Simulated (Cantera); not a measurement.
Charge: 1 mol SiCl4, 13 mol NH3, 24 mol H2, at 1773 K and 1.50 Torr.

Cantera equilibrium calculation (NASA polynomials, part measured and part estimated; ideal gas, pure solids and liquids). Candidate condensed phases: NH4Cl, Si, Si3N4; 28 gas species. The tables' values for SiCl, SiCl3 are old estimates; treat these amounts as uncertain. Gases not in the tables: Si2H6 and higher silanes. Rates play no part.

Base state: H2 0.803, N2 0.124, HCl 0.0533, SiCl2 0.0113, H 0.00570, Si 0.00107, Cl 0.000291, SiCl 0.000288 (mole fractions); condensed: Si(l).

Task: What changes in the equilibrium state with this change: SiCl4 replaced by SiHCl3?

Result: 
```json
[
 {"species": "H2", "before": "0.803", "after": "0.818"},
 {"species": "N2", "before": "0.124", "after": "0.124"},
 {"species": "HCl", "before": "0.0533", "after": "0.0427"},
 {"species": "SiCl2", "before": "0.0113", "after": "0.00715"},
 {"species": "SiCl3", "before": "1.72e-5", "after": "8.59e-6"},
 {"species": "Cl", "before": "0.000291", "after": "0.000231"},
 {"species": "SiCl", "before": "0.000288", "after": "0.000229"},
 {"species": "SiH2", "before": "1.98e-5", "after": "2.02e-5"},
 {"species": "SiH", "before": "5.27e-5", "after": "5.32e-5"},
 {"species": "Si(l), mol", "before": "0.329", "after": "0.552"}
]
```
The tables' values for SiCl are old estimates; treat these amounts as uncertain.

Task: What changes in the equilibrium state with this change: pressure from 1.50 Torr to 0.0825 Torr?

Result: 
```
species       before     after
----------  --------  --------
H2             0.803     0.776
N2             0.124     0.122
HCl           0.0533    0.0581
H            0.00570    0.0239
Si           0.00107    0.0103
SiCl2         0.0113   0.00746
SiCl3        1.72e-5   2.94e-6
Si2          5.92e-6   3.07e-5
Cl          0.000291   0.00137
SiCl        0.000288  0.000728
SiN          8.07e-6   1.82e-5
Si(l), mol     0.329         0
```
The tables' values for SiCl, SiN are old estimates; treat these amounts as uncertain.
